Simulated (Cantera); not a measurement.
A perfectly stirred reactor is fed with CH₄ : C₂H₆ : C₃H₈ : O₂ : N₂ = 1 : 1.1 : 0.28 : 5.58 : 21 (molar parts), equivalence ratio 1.3, at 4.93 atm; it is adiabatic with a 400 K inlet, and is followed from long to short residence time, starting on the burning branch (τ in s: 0.02, 0.0096, 0.0046, 0.0022, 0.001, 0.00049, 0.00023, 0.00011, 5.3e-05).

Computed with Cantera and GRI-Mech 3.0 (53 species, 325 reactions).

Q: Predict: blow-out, bracketed by the residence times tried; x(CH₄) at τ = 20.0 ms; x(C₂H₆) at τ = 20.0 ms; x(C₃H₈) at τ = 20.0 ms; x(CH₃) at τ = 20.0 ms; x(CO₂) at τ = 20.0 ms; x(CH₄) at τ = 1.00 ms; x(C₂H₆) at τ = 1.00 ms; x(C₃H₈) at τ = 1.00 ms; x(CH₃) at τ = 1.00 ms; x(CO₂) at τ = 1.00 ms.

A: 
| Property | Result |
|---|---|
| blow-out, bracketed by the residence times tried | burning at 0.110 ms, out at 53.0 µs |
| x(CH₄) at τ = 20.0 ms | 7.50e-5 |
| x(C₂H₆) at τ = 20.0 ms | 4.83e-7 |
| x(C₃H₈) at τ = 20.0 ms | 9.96e-8 |
| x(CH₃) at τ = 20.0 ms | 2.84e-5 |
| x(CO₂) at τ = 20.0 ms | 0.0594 |
| x(CH₄) at τ = 1.00 ms | 0.000218 |
| x(C₂H₆) at τ = 1.00 ms | 6.64e-6 |
| x(C₃H₈) at τ = 1.00 ms | 1.23e-6 |
| x(CH₃) at τ = 1.00 ms | 0.000150 |
| x(CO₂) at τ = 1.00 ms | 0.0585 |
